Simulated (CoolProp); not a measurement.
Vapour pressure (bar) of R115: the reference equation beside estimates from Tc = 353.1 K, pc = 31.29 bar, ω = 0.248. Clausius-Clapeyron is anchored at 180.9 K with a constant enthalpy of vaporisation of 22.16 kJ/mol.

The numbers come from the reference Helmholtz-energy equation of state, Lemmon 2016 in CoolProp.

| T (K) | reference | Clausius-Clapeyron | van der Waals |
|---|---|---|---|
| 180.9 | 0.04087 | 0.04087 | 1.023 |
| 192.4 | 0.09800 | 0.09861 | 1.523 |
| 203.8 | 0.2081 | 0.2140 | 2.165 |
| 215.3 | 0.4048 | 0.4304 | 2.981 |
| 226.8 | 0.7281 | 0.8064 | 3.985 |
| 238.3 | 1.227 | 1.422 | 5.192 |
| 249.7 | 1.949 | 2.370 | 6.606 |
| 261.2 | 2.968 | 3.791 | 8.265 |
| 272.7 | 4.347 | 5.830 | 10.17 |
| 284.2 | 6.155 | 8.659 | 12.34 |
| 295.6 | 8.447 | 12.43 | 14.75 |
| 307.1 | 11.34 | 17.43 | 17.46 |
| 318.6 | 14.92 | 23.84 | 20.47 |
| 330.1 | 19.30 | 31.91 | 23.77 |

Absolute difference from the reference over all 14 rows, mean and median: Clausius-Clapeyron 27.6 and 24.7 %, van der Waals 503.2 and 208.7 %.
